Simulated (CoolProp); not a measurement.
Properties of R365MFC along the isobar 3.03 MPa.

The numbers come from the reference Helmholtz-energy equation of state, Lemmon 2016 in CoolProp.

| T (K) | phase | speed of sound (m/s) | Joule-Thomson coefficient (K/MPa) |
|---|---|---|---|
| 423.3 | liquid | 289.7 | 0.5874 |
| 428.5 | liquid | 267.5 | 0.7509 |
| 433.6 | liquid | 244.5 | 0.9645 |
| 438.7 | liquid | 219.8 | 1.265 |
| 443.8 | liquid | 192.6 | 1.726 |
| 448.9 | liquid | 160.9 | 2.556 |
| 454 | liquid | 118.0 | 4.799 |
| 459.1 | gas | 88.48 | 18.35 |
| 464.2 | gas | 97.76 | 15.33 |
| 469.3 | gas | 104.4 | 13.40 |
| 474.4 | gas | 109.8 | 12.00 |
| 479.6 | gas | 114.5 | [?] |
| 484.7 | gas | [?] | [?] |
| 489.8 | gas | 122.1 | 9.324 |
| 494.9 | gas | 125.4 | 8.726 |
| 500 | gas | [?] | 8.216 |

Problem. Complete the blanks.

Solution. 
- 479.6, Joule-Thomson coefficient (K/MPa): 10.90
- 484.7, speed of sound (m/s): 118.5
- 484.7, Joule-Thomson coefficient (K/MPa): 10.04
- 500, speed of sound (m/s): 128.5
